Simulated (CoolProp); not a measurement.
Model: reference Helmholtz-energy equation of state, Lemmon 2006, in CoolProp. It is a short technical equation, of lower accuracy than the large ones.

For C3F8 (R218), give the phase and the speed of sound (m/s), viscosity (µPa s), fugacity coefficient at 381.2 K and 11.2 bar.


- 381.2 K and 11.2 bar: gas; speed of sound 121, viscosity 16.3, fugacity coefficient 0.904

Viscosity comes from a separate model (Huber 2003), an estimate that may be off by 10 % or more.
